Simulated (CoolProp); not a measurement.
Properties of chlorine along the isotherm 155.25 °C.

Computed with CoolProp (reference Helmholtz-energy equation of state, Thol 2021).

| p (bar) | phase | Z | speed of sound (m/s) |
|---|---|---|---|
| 4.78 | gas | 0.9815 | 253.3 |
| 9.55 | gas | 0.9626 | 250.5 |
| 14.3 | gas | ? | 247.7 |
| 19.1 | gas | ? | 244.7 |
| 23.9 | gas | 0.9021 | ? |
| 28.7 | gas | ? | 238.4 |
| 33.4 | gas | ? | ? |
| 38.2 | gas | 0.8347 | ? |

Complete the blanks.


- 14.3, Z: 0.9432
- 19.1, Z: 0.9230
- 23.9, speed of sound (m/s): 241.6
- 28.7, Z: 0.8804
- 33.4, Z: 0.8583
- 33.4, speed of sound (m/s): 235.2
- 38.2, speed of sound (m/s): 231.8
